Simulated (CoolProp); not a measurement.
Vapour-liquid equilibrium of propane (1) + R227EA (2) at 327.4 K; x and y are mole fractions of (1).

Values from CoolProp's multi-fluid Helmholtz-energy mixture model, Lemmon 2009 and Lemmon 2016; pair parameters Bell 2016.

```csv
x,"bubble pressure, mixture model (bar)","bubble pressure, Raoult's law (bar)","y, mixture model","y, Raoult's law"
0.05,(withheld),10.64,0.128,0.088
0.15,13.94,11.49,(withheld),0.245
0.25,15.84,12.35,0.422,0.380
0.35,17.32,13.20,0.506,0.498
0.45,18.44,14.06,0.574,0.601
0.55,19.26,14.92,(withheld),0.692
0.65,19.81,15.77,0.694,0.774
0.75,20.07,16.63,0.758,0.847
0.85,19.97,17.49,0.834,0.912
0.95,19.36,18.34,0.934,0.972
```

### Question
Complete the blanks.

### Answer

- 0.05, bubble pressure, mixture model (bar): 11.56
- 0.15, y, mixture model: 0.305
- 0.55, y, mixture model: 0.635

The largest gap from Raoult's law is +31.2 % in bubble pressure, at x = 0.35. y crosses x between x = 0.75 and 0.85: the model has an azeotrope there.

Pair parameters are fitted to limited data, so mixtures are less certain than the pure fluids.
